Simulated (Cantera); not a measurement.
A Cantera script and its output.

```python
import numpy as np
import cantera as ct

gas = ct.Solution("gri30.yaml")
gas.TPX = 1625, 1900, {'CH4': 1, 'N2': 41}
reactor = ct.IdealGasConstPressureReactor(gas, energy="off", clone=False)
net = ct.ReactorNet([reactor])
net.rtol, net.atol = 1e-08, 1e-18
show = ['CH4', 'C2H6', 'CH2', 'C2H', 'C2H2', 'H', 'HCN']
times = np.geomspace(5e-05, 4, 14)

steps = ct.SolutionArray(gas, extra=["t"])
rows = []
print(f"{'t/s':>10s}{'T/K':>9s}{'P/Pa':>11s}" + "".join(f"{s:>11s}" for s in show))
for t in times:
    while net.time < t:
        t_next = net.step()
        steps.append(gas.state, t=t_next)
    rows.append([np.interp(t, steps.t, y) for y in (steps.T, steps.P, *steps(*show).X.T)])
    print(f"{t:10.3e}{rows[-1][0]:9.1f}{rows[-1][1]:11.4g}" + "".join(f"{x:11.3e}" for x in rows[-1][2:]))
rate = np.gradient(steps.T, steps.t)
print("integrator steps:", len(steps.t))
if steps.T.max() > steps.T[0] + 200:
    print(f"time of steepest temperature rise: {steps.t[rate.argmax()]:.4e} s")
gas.TPX = 1625, 1900, {'CH4': 1, 'N2': 41}
gas.equilibrate("TP")
print(f"equilibrium (TP): T = {gas.T:.1f} K  " + "  ".join(f"{s} {gas[s].X[0]:.3e}" for s in show))
```

It prints:

```
       t/s      T/K       P/Pa        CH4       C2H6        CH2        C2H       C2H2          H        HCN
 5.000e-05   1625.0       1900  2.381e-02  2.381e-15  2.428e-14  1.721e-27  2.816e-19  5.543e-08  3.607e-18
 1.192e-04   1625.0       1900  2.381e-02  4.297e-14  2.776e-13  3.357e-25  1.446e-17  9.293e-08  2.645e-17
 2.840e-04   1625.0       1900  2.381e-02  7.946e-13  2.399e-12  6.628e-23  9.123e-16  1.173e-07  1.871e-16
 6.768e-04   1625.0       1900  2.381e-02  1.300e-11  1.420e-11  9.401e-21  4.894e-14  1.211e-07  1.246e-15
 1.613e-03   1625.0       1900  2.380e-02  1.805e-10  6.743e-11  9.897e-19  2.054e-12  1.213e-07  7.891e-15
 3.844e-03   1625.0       1900  2.380e-02  2.135e-09  3.158e-10  8.767e-17  7.439e-11  1.226e-07  5.180e-14
 9.161e-03   1625.0       1900  2.378e-02  2.062e-08  1.567e-09  7.113e-15  2.516e-09  1.305e-07  4.150e-13
 2.183e-02   1625.0       1900  2.374e-02  1.577e-07  8.016e-09  5.426e-13  8.303e-08  1.763e-07  3.824e-12
 5.203e-02   1625.0       1900  2.359e-02  9.932e-07  3.974e-08  2.860e-11  2.714e-06  4.472e-07  4.715e-11
 1.240e-01   1625.0       1900  2.271e-02  4.879e-06  1.679e-07  7.274e-10  8.587e-05  2.229e-06  1.524e-09
 2.955e-01   1625.0       1900  1.785e-02  8.521e-06  3.644e-07  1.074e-08  1.703e-03  1.205e-05  5.493e-08
 7.043e-01   1625.0       1900  1.003e-02  3.084e-06  2.789e-07  3.416e-08  6.302e-03  2.774e-05  4.380e-07
 1.678e+00   1625.0       1900  4.330e-03  7.358e-07  1.781e-07  5.629e-08  9.393e-03  4.427e-05  1.455e-06
 4.000e+00   1625.0       1900  1.393e-03  1.135e-07  9.657e-08  8.126e-08  1.091e-02  6.360e-05  3.469e-06
integrator steps: 987
equilibrium (TP): T = 1625.0 K  CH4 1.155e-06  C2H6 2.045e-13  CH2 1.713e-10  C2H 1.549e-08  C2H2 1.463e-03  H 9.620e-05  HCN 2.033e-02
```

Detailed kinetics in Cantera: GRI-Mech 3.0 (53 species, 325 reactions). GRI-Mech 3.0 stops at C3 and has no aromatics, soot or wall deposition, so with more carbon than oxygen in the feed, carbon stays in small species such as C2H2 where larger ones or solid carbon would form. Radical loss at walls, strong at low pressure, is not modelled.
